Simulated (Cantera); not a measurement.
An adiabatic, constant-volume homogeneous reactor starts with CH4 : O2 : N2 = 1 : 1.82 : 7.27 (molar parts), equivalence ratio 1.1, at 1250 K and 38000 Pa.

Cantera simulation using GRI-Mech 3.0 (53 species, 325 reactions); the numbers are that mechanism's predictions, not measurements.

**Question.** Predict: time of steepest temperature rise; temperature at 0.400 s; equilibrium temperature; x(O2) at 0.400 s; x(CO2) at 0.400 s.

**Answer.** 
| Item | Result |
|---|---|
| time of steepest temperature rise | 51.3 ms |
| temperature at 0.400 s | 2755 K |
| equilibrium temperature | 2755 K |
| x(O2) at 0.400 s | 0.0128 (gas-phase equilibrium 0.0128) |
| x(CO2) at 0.400 s | 0.0429 (gas-phase equilibrium 0.0429) |
